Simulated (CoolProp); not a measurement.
The numbers come from the reference Helmholtz-energy equation of state, Wu 2012 in CoolProp.

Q: For fluoroethane (R161), give the phase and the cp (kJ/(kg K)), isothermal compressibility (1/MPa), expansivity (1/kK), fugacity coefficient at 74.15 °C and 46.4 bar; 124.15 °C and 46.4 bar.

A: 
- 74.15 °C and 46.4 bar: liquid; cp 2.72, isothermal compressibility 0.0186, expansivity 5.99, fugacity coefficient 0.486
- 124.15 °C and 46.4 bar: gas; cp 2.57, isothermal compressibility 0.359, expansivity 9.40, fugacity coefficient 0.743
